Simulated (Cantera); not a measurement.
## Diamond growth

A diamond (100) surface in a fixed gas of H2 with x(CH4) = 0.007, x(H) = 0.031, at 1373 K, 5400 Pa; coverages are run to steady state.

Detailed kinetics in Cantera: the Harris–Goodwin 1993 mechanism for the reconstructed diamond (100) surface.

```csv
x(CH3),growth (µm/h),θ c6HH,θ c6H*,θ c6*H,θ c6**,θ c6HM
1e-06,0.0217,0.339,0.0574,0.543,0.0610,6.30e-7
2.4e-06,0.0520,0.339,0.0574,0.543,0.0610,1.51e-6
5.6e-06,0.121,0.339,0.0574,0.543,0.0610,3.53e-6
1.3e-05,0.282,0.339,0.0574,0.543,0.0610,8.19e-6
3.2e-05,0.694,0.339,0.0574,0.543,0.0610,2.02e-5
7.5e-05,1.63,0.339,0.0574,0.543,0.0609,4.72e-5
0.00018,3.90,0.339,0.0574,0.543,0.0609,0.000113
0.00042,9.08,0.339,0.0573,0.543,0.0608,0.000264
0.00099,21.3,0.338,0.0573,0.542,0.0604,0.000621
```
θ: site fractions in the mechanism's names (c6HH fully hydrogenated, c6H* and c6*H radical sites, c6** diradical, c6HM methylated).
